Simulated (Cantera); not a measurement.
Mixture: CH₄ : CO : O₂ : N₂ : H₂O = 1 : 0.96 : 1.46 : 5.98 : 0.31 (molar parts), equivalence ratio 1.7, at 20.0 bar, adiabatic and at constant volume. Ignition delay is the time to a rise of 400 K.

Model: GRI-Mech 3.0 (53 species, 325 reactions), integrated in Cantera. The pressure lies above the range GRI-Mech 3.0 was tuned for (to about 10 atm).

Task: What does this change do: CO 0.96 to 1.3 parts?

Result: 
```tsv
quantity	before	after
delay at 1200 K	6.82 ms	7.55 ms
delay at 1400 K	0.521 ms	0.563 ms
delay at 1600 K	64.5 µs	67.9 µs
delay at 1800 K	11.5 µs	11.9 µs
delay at 2000 K	2.97 µs	3.06 µs
apparent activation energy between 1800 and 2000 K	200 kJ/mol	200 kJ/mol
```
